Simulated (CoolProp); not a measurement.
Dimethyl carbonate along the isotherm 600 K: density (kg/m³) from the reference equation and from simpler models built on Tc = 557.0 K, pc = 4.909 MPa, ω = 0.346; each cubic takes its own stable root.

Model: reference Helmholtz-energy equation of state, Zhou 2011, in CoolProp.

| p (MPa) | phase | reference |
|---|---|---|
| 3.51 | gas | 81.12 |
| 7.01 | supercritical | 264.6 |
| 10.5 | supercritical | 492.1 |
| 14 | supercritical | 573.1 |
| 17.5 | supercritical | 618.5 |
| 21 | supercritical | 650.2 |
| 24.5 | supercritical | 674.7 |
| 28.1 | supercritical | 695.3 |
| 31.6 | supercritical | 712.3 |
| 35.1 | supercritical | 727.2 |
| 38.6 | supercritical | 740.4 |
| 42.1 | supercritical | 752.4 |
| 45.6 | supercritical | 763.3 |
| 49.1 | supercritical | 773.4 |

**Question.** How far does each simpler model (van der Waals, Soave-Redlich-Kwong) lie from the reference over these 14 states: mean and median of the absolute difference, and the worst?

**Answer.** 
- van der Waals: mean 22.4 %, median 25.4 %, worst -26.6 % at 600 K and 49.1 MPa
- Soave-Redlich-Kwong: mean 8.6 %, median 8.2 %, worst -13.9 % at 600 K and 10.5 MPa
